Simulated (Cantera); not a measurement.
Feed: 1 mol TiO2, 1.7 mol HCl, 3 mol H2, at 1002 °C and 0.100 bar.

These are equilibrium values from Cantera (NASA tables, ideal gas, pure condensed phases), not measurements of a reactor. Candidate condensed phases: H2O, Ti, TiCl2, TiCl3, TiCl4, TiO, TiO2, Ti2O3, Ti3O5, Ti4O7; 23 gas species. Mutual solubility and eutectic melting of coexisting phases are not modelled. Condensed phases not in the tables: Magnéli phases beyond Ti4O7. Equilibrium is a limit: real reactors are often held back by kinetics, nucleation or transport.

Base state: H2 0.638, HCl 0.361, H2O 0.00149, TiCl4 0.000212, TiCl3 8.08e-5 (mole fractions); condensed: TiO2(rutile) + Ti4O7(s).

Problem. What changes in the equilibrium state with this change: TiO2 replaced by Fe2O3?

Solution. 
```tsv
species	before	after
H2	0.638	0.426
HCl	0.361	0.275
H2O	0.00149	0.256
FeCl2	0	0.0431
TiCl4	0.000212	0
TiCl3	8.08e-5	0
Fe2Cl4	0	5.32e-5
TiO2(rutile), mol	0.982	0
Ti4O7(s), mol	0.00427	0
FeO(s), mol	0	1.80
```
The tables' stoichiometric FeO is somewhat more stable than real wüstite, so its field is too wide. FeO: taken at fixed stoichiometry. Further candidate phases: Fe, FeCl2, FeCl3, FeO, Fe(OH)2, Fe(OH)3, Fe2O3, Fe3O4.
